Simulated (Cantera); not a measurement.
Ignition delay

Mixture: CH4 : O2 : N2 : H2O = 1 : 2.27 : 8.55 : 0.32 (molar parts), at 0.360 bar, adiabatic and at constant pressure. Ignition delay is the time to a rise of 400 K.

Computed with Cantera and GRI-Mech 3.0 (53 species, 325 reactions).

```json
[
 {"T0 (K)": "1425", "delay (ms)": "5.62"},
 {"T0 (K)": "1500", "delay (ms)": "2.60"},
 {"T0 (K)": "1575", "delay (ms)": "1.34"},
 {"T0 (K)": "1650", "delay (ms)": "0.746"},
 {"T0 (K)": "1725", "delay (ms)": "0.445"}
]
```

```
Quantity                                                 Value
--------------------------------------------------  ----------
apparent activation energy between 1575 and 1725 K  170 kJ/mol
```
